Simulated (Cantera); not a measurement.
An isothermal, constant-pressure homogeneous reactor starts with 0.547 % H₂, 99.5 % O₂, at 1450 K and 170 Pa.

Computed with Cantera and the H2/O2 subset of GRI-Mech 3.0, which has no nitrogen chemistry. Radical loss at walls, strong at low pressure, is not modelled.

One state of this run: x H₂ = 1.17e-5; x O₂ = 0.989; x H₂O = 0.00501; x HO₂ = 2.55e-8; x H₂O₂ = 5.26e-10; x H = 7.94e-5; x OH = 0.000814. x: mole fraction; the columns are a selection and need not sum to one.

Q: Which value of t (s) does it belong to?
(A) 0.390
(B) 0.0506
(C) 4.00e-5
(D) 0.000111

A: A, 0.390
